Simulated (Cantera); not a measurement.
A perfectly stirred reactor is fed with H₂ : O₂ = 0.022 : 1 (molar parts), at 0.0138 atm; it is held at 1175 K, and followed from long to short residence time.

Detailed kinetics in Cantera: the H2/O2 subset of GRI-Mech 3.0, which has no nitrogen chemistry. Radical loss at walls, strong at low pressure, is not modelled.

**Question.** What does this change do: temperature 1175 to 1100 K?

**Answer.** 
```
quantity                before     after
--------------------  --------  --------
x(H₂) at τ = 26.0 s    1.32e-5   1.94e-5
x(O₂) at τ = 26.0 s      0.978     0.978
x(O) at τ = 26.0 s    0.000298  0.000224
x(OH) at τ = 26.0 s   0.000208  0.000141
x(H) at τ = 26.0 s     4.67e-6   3.84e-6
x(H₂) at τ = 0.500 s  0.000132  0.000187
x(O₂) at τ = 0.500 s     0.974     0.975
x(O) at τ = 0.500 s    0.00353   0.00264
x(OH) at τ = 0.500 s  0.000748  0.000535
x(H) at τ = 0.500 s   0.000200  0.000173
```
